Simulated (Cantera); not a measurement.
A closed system holds: 1 mol H2O, 0.034 mol SO2, 10 mol N2, held at 0.375 Torr.

Cantera equilibrium calculation (NASA polynomials, part measured and part estimated; ideal gas, pure solids and liquids). Candidate condensed phases: H2O, H2SO4, S; 35 gas species. The numbers say what is thermodynamically allowed, not how fast it happens. All values below are at 2923 K.

Base state: N2 0.764, H 0.151, O 0.0783, S 0.00248, NO 0.00189, H2 0.000742, OH 0.000622, O2 0.000411 (mole fractions); condensed: gas only.

Task: What changes in the equilibrium state with this change: SO2 from 0.034 to 0.5 mol?

Result: 
| species | before | after |
|---|---|---|
| N2 | 0.764 | 0.693 |
| H | 0.151 | 0.137 |
| O | 0.0783 | 0.130 |
| S | 0.00248 | 0.0321 |
| S2 | 7.65e-8 | 1.28e-5 |
| SO2 | 1.15e-6 | 4.13e-5 |
| SO | 0.000116 | 0.00249 |
| SH | 2.17e-6 | 2.54e-5 |
